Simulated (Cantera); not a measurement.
Charge: 1 mol BN, 8.4 mol H2, at 1900 °C and 7.50 Torr.

These are equilibrium values from Cantera (NASA tables, ideal gas, pure condensed phases), not measurements of a reactor. Candidate condensed phases: B, BN; 15 gas species. The tables' values for BH2 are old estimates; treat these amounts as uncertain. Equilibrium is a limit: real reactors are often held back by kinetics, nucleation or transport.

Base state: H2 0.898, N2 0.0549, H 0.0457, BH2 0.00105, B 0.000188, BH 2.27e-5 (mole fractions); condensed: B(s).

### Question
What changes in the equilibrium state with this change: temperature from 1900 °C to 1777 °C?

### Answer
| species | before | after |
|---|---|---|
| H2 | 0.898 | 0.953 |
| N2 | 0.0549 | 0.0244 |
| H | 0.0457 | 0.0221 |
| BH2 | 0.00105 | 0.000590 |
| B | 0.000188 | 3.00e-5 |
| BH | 2.27e-5 | 5.61e-6 |
| B(s), mol | 0.988 | 0.419 |
| BN(s), mol | 0 | 0.575 |
Mutual solubility and eutectic melting of coexisting phases are not modelled.

### Question
What changes in the equilibrium state with this change: pressure from 7.50 Torr to 825 Torr?

### Answer
```tsv
species	before	after
H2	0.898	0.993
H	0.0457	0.00458
BH2	0.00105	0.00116
N2	0.0549	0.00115
B	0.000188	1.71e-6
BH3	4.60e-6	5.61e-5
BH	2.27e-5	2.28e-6
B(s), mol	0.988	0.00914
BN(s), mol	0	0.981
```
Mutual solubility and eutectic melting of coexisting phases are not modelled. Gases not in the tables: B2H6 and higher boranes.
